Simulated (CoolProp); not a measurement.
Ethane at several states: fugacity coefficient from the reference equation and from simpler models built on Tc = 32.2 °C, pc = 4872 kPa, ω = 0.099; each cubic takes its own stable root.

Values from CoolProp's reference Helmholtz-energy equation of state, Bücker 2006.

```
T (°C)   p (kPa)   phase  reference
-------  -------  ------  ---------
-102.15      237  liquid     0.1906
-61.25     19100  liquid    0.03228
112.95      41.9     gas     0.9986
110.95       125     gas     0.9959
```

**Question.** How far does each simpler model (van der Waals, Redlich-Kwong, Soave-Redlich-Kwong, Peng-Robinson) lie from the reference over these 4 states: mean and median of the absolute difference, and the worst?

**Answer.** 
- van der Waals: mean 153.6 %, median 109.2 %, worst +396.0 % at -102.15 °C and 237 kPa
- Redlich-Kwong: mean 3.7 %, median 1.1 %, worst +12.7 % at -61.25 °C and 19100 kPa
- Soave-Redlich-Kwong: mean 1.2 %, median 1.1 %, worst +2.8 % at -61.25 °C and 19100 kPa
- Peng-Robinson: mean 1.6 %, median 0.8 %, worst -4.6 % at -61.25 °C and 19100 kPa

At some of these states van der Waals gives the other phase, because its saturation line lies elsewhere.
